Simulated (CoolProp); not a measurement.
Values from CoolProp's reference Helmholtz-energy equation of state, Thol 2015.

Q: For 1,2-dichloroethane, give the phase and the Z, isothermal compressibility (1/MPa) at 444.6 K and 23.1 MPa; 490.8 K and 23.1 MPa.

A: 
- 444.6 K and 23.1 MPa: liquid; Z 0.583, isothermal compressibility 0.00202
- 490.8 K and 23.1 MPa: liquid; Z 0.567, isothermal compressibility 0.00303
